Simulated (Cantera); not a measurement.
## NO annealing gas

A perfectly stirred reactor is fed with NO : N2 = 1 : 0.21 (molar parts), at 7.50 Torr; it is held at 1800 K, and followed from long to short residence time.

Detailed kinetics in Cantera: GRI-Mech 3.0 (53 species, 325 reactions). Radical loss at walls, strong at low pressure, is not modelled.

```
τ (s)     x NO   x N2      x O2     x N2O       x O     x NO2
-------  -----  -----  --------  --------  --------  --------
10       0.779  0.197    0.0233  0.000180  0.000273   5.78e-5
2.0      0.817  0.178   0.00434  0.000201  0.000202   3.18e-5
0.40     0.825  0.174  0.000696  0.000168  0.000161   2.31e-5
0.079    0.826  0.174   5.99e-5   8.32e-5   8.96e-5   1.40e-5
0.016    0.826  0.174   1.97e-6   2.31e-5   2.42e-5   2.53e-6
0.0031   0.826  0.174   6.52e-8   4.81e-6   4.84e-6   1.39e-7
0.00061  0.826  0.174   2.51e-9   9.61e-7   9.62e-7   5.80e-9
0.00012  0.826  0.174  9.74e-11   1.90e-7   1.90e-7  2.28e-10
```
x: mole fraction; the columns are a selection and need not sum to one.
